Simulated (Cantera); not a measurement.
## Reactions in the system H-O-V

Source: NASA polynomial tables (part measured, part estimated), evaluated in Cantera. Values are per mole of reaction as written; species without (g) are pure solids or liquids, kept so even where they would boil at 1 bar.

V + 2 O(g) = VO₂(g)

```csv
T (K),ΔH° (kJ),ΔS° (J/K),ΔG° (kJ),log10 K,condensed phases
300,-731.0,-85.9,-705.2,122.79,V(s)
1675,-756.1,-118.2,-558.1,17.40,V(s)
1775,-758.3,-119.5,-546.2,16.07,V(s)
1875,-760.6,-120.7,-534.2,14.88,V(s)
1975,-763.0,-122.0,-522.0,13.81,V(s)
2075,-765.5,-123.2,-509.8,12.83,V(s)
2175,-768.2,-124.5,-497.4,11.95,V(s)
2275,-794.0,-136.3,-484.0,11.11,V(l)
2375,-797.0,-137.6,-470.3,10.34,V(l)
2475,-800.0,-138.8,-456.5,9.63,V(l)
```

V₂O₅ = O(g) + 2 VO₂(g)

| T (K) | ΔH° (kJ) | ΔS° (J/K) | ΔG° (kJ) | log10 K | condensed phases |
|---|---|---|---|---|---|
| 300 | 1334.5 | 560.9 | 1166.2 | -203.05 | V₂O₅(s) |
| 1675 | 1201.6 | 414.9 | 506.7 | -15.80 | V₂O₅(l) |
| 1775 | 1196.1 | 411.7 | 465.4 | -13.70 | V₂O₅(l) |
| 1875 | 1190.6 | 408.6 | 424.4 | -11.82 | V₂O₅(l) |
| 1975 | 1185.1 | 405.8 | 383.7 | -10.15 | V₂O₅(l) |
| 2075 | 1179.6 | 403.1 | 343.2 | -8.64 | V₂O₅(l) |
| 2175 | 1174.2 | 400.5 | 303.1 | -7.28 | V₂O₅(l) |
| 2275 | 1168.7 | 398.1 | 263.1 | -6.04 | V₂O₅(l) |
| 2375 | 1163.3 | 395.7 | 223.5 | -4.91 | V₂O₅(l) |
| 2475 | 1157.8 | 393.5 | 184.0 | -3.88 | V₂O₅(l) |

V₂O₅ + 10 H(g) = 5 H₂O(g) + 2 V

| T (K) | ΔH° (kJ) | ΔS° (J/K) | ΔG° (kJ) | log10 K | condensed phases |
|---|---|---|---|---|---|
| 300 | -1838.7 | -276.5 | -1755.8 | 305.70 | V₂O₅(s), V(s) |
| 1675 | -2068.6 | -562.4 | -1126.7 | 35.13 | V₂O₅(l), V(s) |
| 1775 | -2076.3 | -566.8 | -1070.2 | 31.49 | V₂O₅(l), V(s) |
| 1875 | -2083.3 | -570.6 | -1013.3 | 28.23 | V₂O₅(l), V(s) |
| 1975 | -2089.6 | -573.9 | -956.1 | 25.29 | V₂O₅(l), V(s) |
| 2075 | -2095.3 | -576.8 | -898.6 | 22.62 | V₂O₅(l), V(s) |
| 2175 | -2100.3 | -579.1 | -840.8 | 20.19 | V₂O₅(l), V(s) |
| 2275 | -2058.7 | -560.1 | -784.5 | 18.01 | V₂O₅(l), V(l) |
| 2375 | -2062.5 | -561.7 | -728.4 | 16.02 | V₂O₅(l), V(l) |
| 2475 | -2065.9 | -563.1 | -672.2 | 14.19 | V₂O₅(l), V(l) |
